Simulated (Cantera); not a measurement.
A closed system holds: 1 mol Si₃N₄, 0.81 mol N₂O, 550 mol N₂, at 1873.15 K and 0.00860 bar.

Method: chemical equilibrium by Gibbs-energy minimisation in Cantera with the NASA 1993 tables (ideal gas, pure condensed phases). Candidate condensed phases: Si, SiO₂, Si₂N₂O, Si₃N₄; 16 gas species. The tables' values for SiN are old estimates; treat these amounts as uncertain. Rates play no part.

Base state: N₂ 0.997, SiO 0.00146, Si 0.00103, Si₂N 5.09e-5, SiN 3.42e-5 (mole fractions); condensed: Si(l).

Question: What changes in the equilibrium state with this change: temperature from 1873.15 K to 2025 K?

Answer: 
```json
[
 {"species": "N₂", "before": "0.997", "after": "0.995"},
 {"species": "Si", "before": "0.00103", "after": "0.00369"},
 {"species": "SiO", "before": "0.00146", "after": "0.00146"},
 {"species": "SiN", "before": "3.42e-5", "after": "8.37e-5"},
 {"species": "Si₂", "before": "7.67e-6", "after": "2.21e-5"},
 {"species": "Si₂N", "before": "5.09e-5", "after": "5.85e-5"},
 {"species": "Si(l), mol", "before": "1.53", "after": "0"}
]
```
